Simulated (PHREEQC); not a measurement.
0.1 mol of Gypsum (CaSO4:2H2O) is brought to equilibrium with 1 kg of water, with rising amounts of SrBr2, at 17 °C. Oxygen alone is held at its pressure in air (log pO2 = -0.68). No CO2 enters from the air. Solids allowed: Gypsum, Celestite, Portlandite. Others were left out.

The numbers come from PHREEQC with the ion-association model, wateq4f.dat.

Question: Predict dissolved Ca (mol/kgw) at SrBr2 added (mol) = 0.0125, 0.0187.

Answer: 
```tsv
SrBr2 added (mol)	dissolved Ca (mol/kgw)
0.0125	0.0242
0.0187	0.0295
```
